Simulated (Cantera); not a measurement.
# CH3SiCl3 + C3H8 + H2 (silicon carbide growth)

A closed system holds: 1 mol CH3SiCl3, 0.081 mol C3H8, 210 mol H2, held at 1700 Pa.

Method: chemical equilibrium by Gibbs-energy minimisation in Cantera with the NASA 1993 tables (ideal gas, pure condensed phases). Candidate condensed phases: C, C6H6, C7H8, C8H18, Si, SiC; 109 gas species. The feed counts by its element totals alone. The tables' values for SiCl are old estimates; treat these amounts as uncertain. Gases not in the tables: Si2H6 and higher silanes. The numbers say what is thermodynamically allowed, not how fast it happens.

```tsv
T (°C)	x H2	x H	x HCl	x Si	x C2H2 (acetylene)	n C(graphite)	n SiC(s)
800	0.985	1.07e-7	0.0141	<1e-12	7.07e-9	0.0816	1.000
950	0.986	2.29e-6	0.0141	<1e-12	1.54e-7	0.196	1.000
1100	0.986	2.54e-5	0.0141	9.67e-11	1.70e-6	0.225	0.999
1250	0.986	0.000176	0.0140	8.44e-9	1.16e-5	0.231	0.999
1400	0.985	0.000867	0.0140	3.28e-7	5.61e-5	0.217	0.998
1550	0.982	0.00329	0.0140	6.95e-6	0.000208	0.157	0.994
1700	0.975	0.0102	0.0138	9.20e-5	0.000625	0.00158	0.969
1850	0.957	0.0269	0.0135	0.000997	0.00113	0	0.720
2000	0.918	0.0617	0.0128	0.00362	0.00241	0	0
2150	0.854	0.126	0.0118	0.00382	0.00238	0	0
2300	0.753	0.229	0.0102	0.00374	0.00223	0	0
```
x: gas mole fraction; n: condensed amount in mol.

From 800 °C to 1700 °C the condensed part is C(graphite) + SiC(s). At 1850 °C the condensed part is SiC(s). From 2000 °C to 2300 °C nothing is condensed. The main Si-bearing gas is SiCl2 at 800 °C and Si at 2300 °C.
